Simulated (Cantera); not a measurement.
Feed: 1 mol SiH₂Cl₂, 0.29 mol HCl, 6.3 mol H₂, at 0.0160 bar.

Equilibrium computed with Cantera from the NASA thermochemical tables; the gas is ideal and each condensed phase is pure. Candidate condensed phases: Si; 19 gas species. Gases not in the tables: Si₂H₆ and higher silanes. Rates play no part.

**Question.** Which condensed phases are stable at each of these points (T (°C)): 752, 852, 952, 1052, 1152, 1252, 1352, 1452?

**Answer.** 
| T (°C) | condensed phases | Si condensed (%) |
|---|---|---|
| 752 | Si(s) | 45.7 |
| 852 | Si(s) | 48.7 |
| 952 | Si(s) | 48.6 |
| 1052 | Si(s) | 45.6 |
| 1152 | Si(s) | 43.0 |
| 1252 | Si(s) | 41.3 |
| 1352 | Si(s) | 40.0 |
| 1452 | Si(l) | 40.1 |

From 752 °C to 1352 °C the condensed part is Si(s). At 1452 °C the condensed part is Si(l).
